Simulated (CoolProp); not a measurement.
R245fa at 293.15 K and 0.0295 MPa is throttled through a valve to 0.0101 MPa with no heat exchange. Each further row changes one setting.

The numbers come from the reference Helmholtz-energy equation of state, Akasaka 2015 in CoolProp.

```
case                         temperature change (K)  final density (kg/m³)
---------------------------  ----------------------  ---------------------
as stated                                      -0.6                    [?]
outlet pressure 0.00303 MPa                    -0.8                    [?]
outlet pressure 0.0131 MPa                     -0.5                    [?]
```

Problem. Some entries are withheld; supply them.

Solution. 
- as stated, final density (kg/m³): 0.559
- outlet pressure 0.00303 MPa, final density (kg/m³): 0.167
- outlet pressure 0.0131 MPa, final density (kg/m³): 0.725
